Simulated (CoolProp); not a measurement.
A simple Rankine cycle with water: condensing at 310.15 K, boiler at 1.97 MPa, turbine inlet 486.7 K, turbine efficiency 0.6, pump efficiency 0.7, no recuperator. Each further row changes one setting.

Model: reference Helmholtz-energy equation of state, Wagner 2002, in CoolProp.

```json
[
 {"case": "as stated", "thermal efficiency (%)": "19.0", "net work (kJ/kg)": "503", "heat in (kJ/kg)": "2650", "turbine exit temperature (K)": "310.2", "volume ratio over the turbine": "198"},
 {"case": "turbine inlet 506.7 K", "thermal efficiency (%)": "19.1", "net work (kJ/kg)": "516", "heat in (kJ/kg)": "2700", "turbine exit temperature (K)": "310.2", "volume ratio over the turbine": "190"},
 {"case": "condensing temperature 302.15 K", "thermal efficiency (%)": "19.8", "net work (kJ/kg)": "531", "heat in (kJ/kg)": "2680", "turbine exit temperature (K)": "302.1", "volume ratio over the turbine": "301"},
 {"case": "boiler pressure 1.38 MPa", "thermal efficiency (%)": "18.0", "net work (kJ/kg)": "483", "heat in (kJ/kg)": "2680", "turbine exit temperature (K)": "310.2", "volume ratio over the turbine": "137"},
 {"case": "turbine efficiency 0.5", "thermal efficiency (%)": "15.8", "net work (kJ/kg)": "418", "heat in (kJ/kg)": "2650", "turbine exit temperature (K)": "310.2", "volume ratio over the turbine": "206"}
]
```

The expansion ends wet for: as stated; turbine inlet 506.7 K; condensing temperature 302.15 K; boiler pressure 1.38 MPa; turbine efficiency 0.5.
